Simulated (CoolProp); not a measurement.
Computed with CoolProp (reference Helmholtz-energy equation of state, Lemmon 2005). It is a short technical equation, of lower accuracy than the large ones.

**Question.** For trans-2-butene, give the phase and the speed of sound (m/s), expansivity (1/kK) at 525 K and 28.7 bar.

**Answer.** 
- 525 K and 28.7 bar: gas; speed of sound 257, expansivity 3.07
